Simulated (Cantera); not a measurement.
Mixture: H2 : O2 : N2 : NO = 1 : 0.25 : 0.9 : 0.0057 (molar parts), at 1.00 bar, adiabatic and at constant pressure. Ignition delay is the time to a rise of 400 K.

Computed with Cantera and GRI-Mech 3.0 (53 species, 325 reactions). The mechanism lacks 2 NO + O2 → 2 NO2 and HONO, so NO2 and the effect of NO are under-described below about 1400 K. Where the delays flatten at high temperature, the 400 K rule measures the pace of heat release, not the induction time.

### Question
What does this change do: constant volume in place of constant pressure?

### Answer
```
quantity          before    after
---------------  -------  -------
delay at 1098 K  94.6 µs  90.9 µs
delay at 1248 K  40.1 µs  37.7 µs
delay at 1398 K  23.3 µs  20.8 µs
delay at 1548 K  17.4 µs  14.1 µs
delay at 1698 K  15.7 µs  11.6 µs
```

### Question
What does this change do: pressure from 1.00 bar to 5.70 bar?

### Answer
```json
[
 {"quantity": "delay at 1098 K", "before": "94.6 µs", "after": "41.6 µs"},
 {"quantity": "delay at 1248 K", "before": "40.1 µs", "after": "9.15 µs"},
 {"quantity": "delay at 1398 K", "before": "23.3 µs", "after": "3.87 µs"},
 {"quantity": "delay at 1548 K", "before": "17.4 µs", "after": "2.26 µs"},
 {"quantity": "delay at 1698 K", "before": "15.7 µs", "after": "1.57 µs"}
]
```
The hydrogen kinetics of GRI-Mech 3.0 are dated; newer H2 mechanisms differ, most at raised pressure.
